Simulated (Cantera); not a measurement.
Input: 1 mol CO, 0.034 mol NH₃, 2 mol N₂, equilibrated at 1950 K and 3.10 bar.

Method: chemical equilibrium by Gibbs-energy minimisation in Cantera with the NASA 1993 tables (ideal gas, pure condensed phases). Candidate condensed phases: C, C₆H₆, C₇H₈, C₈H₁₈, H₂O; 136 gas species. Equilibrium is a limit: real reactors are often held back by kinetics, nucleation or transport.

Base state: N₂ 0.657, CO 0.326, H₂ 0.0165, HCN 0.000125, CO₂ 0.000108, H 8.36e-5, H₂O 2.40e-5 (mole fractions); condensed: gas only.

**Question.** What changes in the equilibrium state with this change: temperature from 1950 K to 700 K?

**Answer.** 
```csv
species,before,after
N₂,0.657,0.791
CO₂,0.000108,0.186
H₂O,2.40e-5,0.0163
CO,0.326,0.00386
H₂,0.0165,0.00318
HCN,0.000125,<1e-9
H,8.36e-5,<1e-9
CH₄,4.09e-8,0.000266
"C(graphite), mol",0,0.515
```

**Question.** What changes in the equilibrium state with this change: temperature from 1950 K to 2898 K?

**Answer.** 
```csv
species,before,after
N₂,0.657,0.655
CO,0.326,0.325
H₂,0.0165,0.0128
H,8.36e-5,0.00734
HNC,6.48e-6,1.57e-5
HCN,0.000125,9.06e-5
CO₂,0.000108,8.04e-5
```

**Question.** What changes in the equilibrium state with this change: temperature from 1950 K to 873.15 K?

**Answer.** 
```json
[
 {"species": "N₂", "before": "0.657", "after": "0.763"},
 {"species": "CO₂", "before": "0.000108", "after": "0.152"},
 {"species": "CO", "before": "0.326", "after": "0.0658"},
 {"species": "H₂", "before": "0.0165", "after": "0.0102"},
 {"species": "H", "before": "8.36e-5", "after": "<1e-9"},
 {"species": "CH₄", "before": "4.09e-8", "after": "0.000144"},
 {"species": "HCN", "before": "0.000125", "after": "4.45e-8"},
 {"species": "C(graphite), mol", "before": "0", "after": "0.424"}
]
```
